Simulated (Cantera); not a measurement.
Input: 1 mol SiC, 0.045 mol N2O, 6 mol H2, equilibrated at 0.100 bar.

Equilibrium computed with Cantera from the NASA thermochemical tables; the gas is ideal and each condensed phase is pure. Candidate condensed phases: C, C6H6, C7H8, C8H18, H2O, Si, SiC, SiO2, Si2N2O, Si3N4; 151 gas species. Mutual solubility and eutectic melting of coexisting phases are not modelled. Rates play no part.

x: gas mole fraction; n: condensed amount in mol.

```csv
T (K),x H2,x CH4,x N2,x CO,x SiO,n SiC(s),n Si2N2O(s),n C(graphite)
923,0.985,0.0152,1.97e-10,7.32e-10,<1e-12,0.910,0.0450,…
998,0.990,0.00957,1.79e-8,2.12e-8,1.72e-12,0.910,0.0450,…
1073,0.995,0.00455,3.40e-7,3.50e-7,5.53e-11,0.910,0.0450,…
1148,0.998,0.00237,4.14e-6,4.19e-6,1.18e-9,0.910,0.0450,0.0757
1223,0.999,0.00133,3.68e-5,3.70e-5,1.74e-8,0.910,0.0448,0.0814
1298,0.999,0.000795,0.000252,0.000253,1.86e-7,0.913,0.0435,0.0806
1373,0.997,0.000500,0.00139,0.00140,1.53e-6,0.927,0.0366,…
1448,0.990,0.000270,0.00483,0.00484,1.11e-5,0.969,0.0156,0
1523,0.990,7.55e-5,0.00496,0.00488,9.40e-5,0.970,0.0148,0
1598,0.989,2.39e-5,0.00533,0.00472,0.000620,0.971,0.0126,0
1673,0.986,8.44e-6,0.00684,0.00396,0.00289,0.976,0.00331,0
```

Q: Some entries are withheld; supply them.

A: 
- 923, n C(graphite): 0
- 998, n C(graphite): 0.0331
- 1073, n C(graphite): 0.0628
- 1373, n C(graphite): 0.0616
